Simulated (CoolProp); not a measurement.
The numbers come from the reference Helmholtz-energy equation of state, de Reuck 1993 in CoolProp.

Give the vapour pressure (kPa), liquid cp (kJ/(kg K)), liquid conductivity (mW/(m K)) of saturated methanol at 494.2 K.


```csv
T (K),p (kPa),liquid cp (kJ/(kg K)),liquid conductivity (mW/(m K))
494.2,5900,7.80,164
```

Thermal conductivity comes from a separate model (Sykioti 2013).
